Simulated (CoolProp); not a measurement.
Properties of octamethylcyclotetrasiloxane (D4) along the isobar 4300 kPa.

Model: reference Helmholtz-energy equation of state, Thol 2015, in CoolProp.

| T (K) | phase | density (kg/m³) | cp (kJ/(kg K)) | isothermal compressibility (1/MPa) | fugacity coefficient |
|---|---|---|---|---|---|
| 462.8 | liquid | 768.1 | 2.004 | 0.006080 | 0.04602 |
| 474.8 | liquid | 753.0 | 2.031 | 0.006922 | 0.05896 |
| 486.9 | liquid | 737.4 | 2.058 | 0.007931 | 0.07429 |
| 499 | liquid | 721.5 | 2.085 | 0.009141 | 0.09197 |
| 511.1 | liquid | 705.1 | 2.113 | 0.01061 | 0.1121 |
| 523.2 | liquid | 688.1 | 2.140 | 0.01240 | 0.1345 |
| 535.3 | liquid | 670.6 | 2.168 | 0.01462 | 0.1593 |
| 547.4 | liquid | 652.4 | 2.196 | 0.01740 | 0.1862 |
| 559.5 | liquid | 633.3 | 2.225 | 0.02091 | 0.2152 |
| 571.6 | liquid | 613.3 | 2.254 | 0.02542 | 0.2459 |
| 583.7 | liquid | 592.3 | 2.284 | 0.03126 | 0.2781 |
| 595.8 | supercritical | 570.1 | 2.315 | 0.03888 | 0.3115 |
| 607.9 | supercritical | 546.6 | 2.345 | 0.04884 | 0.3458 |
| 620 | supercritical | 521.8 | 2.375 | 0.06173 | 0.3805 |
